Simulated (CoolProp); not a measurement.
Vapour-liquid equilibrium of carbon dioxide (1) + R124 (2) at 3.45 °C; x and y are mole fractions of (1).

Values from CoolProp's multi-fluid Helmholtz-energy mixture model, Span 1996 and de Vries 1995; pair parameters Bell 2016.

| x | bubble pressure, mixture model (kPa) | bubble pressure, Raoult's law (kPa) | y, mixture model | y, Raoult's law |
|---|---|---|---|---|
| 0.05 | ? | 366.8 | 0.458 | 0.520 |
| 0.2 | 779.3 | 911.1 | 0.775 | 0.837 |
| 0.35 | ? | 1455 | 0.866 | 0.917 |
| 0.5 | ? | 2000 | ? | 0.954 |
| 0.65 | 2209 | 2544 | 0.947 | 0.975 |
| 0.8 | 2823 | 3089 | 0.972 | 0.988 |
| 0.95 | 3545 | 3633 | ? | 0.997 |

Task: Some entries are withheld; supply them.

Result: 
- 0.05, bubble pressure, mixture model (kPa): 340.0
- 0.35, bubble pressure, mixture model (kPa): 1215
- 0.5, bubble pressure, mixture model (kPa): 1682
- 0.5, y, mixture model: 0.915
- 0.95, y, mixture model: 0.993

The largest gap from Raoult's law is -16.5 % in bubble pressure, at x = 0.35. No azeotrope shows between x = 0.05 and 0.95.

Pair parameters are fitted to limited data, so mixtures are less certain than the pure fluids.
